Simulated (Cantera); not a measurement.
**Equilibrium for hydrogen reduction and annealing atmospheres: Nb2O5 + H2**

Input: 1 mol Nb2O5, 1.9 mol H2, at 1.50 Torr.

Method: chemical equilibrium by Gibbs-energy minimisation in Cantera with the NASA 1993 tables (ideal gas, pure condensed phases). Candidate condensed phases: H2O, Nb, NbO, NbO2, Nb2O5; 12 gas species. Mutual solubility and eutectic melting of coexisting phases are not modelled. Condensed phases not in the tables: the oxides between NbO2 and Nb2O5. Kinetics and transport are ignored.

| T (K) | x H2 | x H2O | x H | x OH | x NbO2 | x O | n NbO2(s) | n Nb2O5(s) | n Nb2O5(l) |
|---|---|---|---|---|---|---|---|---|---|
| 825 | 0.999 | 0.00109 | 1.77e-10 | <1e-12 | <1e-12 | <1e-12 | 0.00412 | 0.998 | 0 |
| 925 | 0.997 | 0.00292 | 5.81e-9 | <1e-12 | <1e-12 | <1e-12 | 0.0111 | 0.994 | 0 |
| 1025 | 0.994 | 0.00650 | 9.71e-8 | 1.70e-12 | <1e-12 | <1e-12 | 0.0247 | 0.988 | 0 |
| 1125 | 0.987 | 0.0130 | 9.87e-7 | 6.76e-11 | <1e-12 | <1e-12 | 0.0493 | 0.975 | 0 |
| 1225 | 0.976 | 0.0243 | 6.88e-6 | 1.56e-9 | 1.17e-12 | <1e-12 | 0.0925 | 0.954 | 0 |
| 1325 | 0.959 | 0.0414 | 3.58e-5 | 2.25e-8 | 7.85e-11 | <1e-12 | 0.157 | 0.921 | 0 |
| 1425 | 0.935 | 0.0646 | 0.000148 | 2.23e-7 | 2.86e-9 | 3.16e-11 | 0.246 | 0.877 | 0 |
| 1525 | 0.905 | 0.0942 | 0.000503 | 1.62e-6 | 6.43e-8 | 7.74e-10 | 0.358 | 0.821 | 0 |
| 1625 | 0.869 | 0.129 | 0.00147 | 9.22e-6 | 9.71e-7 | 1.28e-8 | 0.492 | 0.754 | 0 |
| 1725 | 0.827 | 0.169 | 0.00378 | 4.25e-5 | 1.06e-5 | 1.54e-7 | 0.644 | 0.678 | 0 |
| 1825 | 0.805 | 0.186 | 0.00883 | 0.000143 | 8.81e-5 | 1.21e-6 | 0.712 | 0 | 0.644 |
x: gas mole fraction; n: condensed amount in mol.

From 825 K to 1725 K the condensed part is NbO2(s) + Nb2O5(s). At 1825 K the condensed part is NbO2(s) + Nb2O5(l).
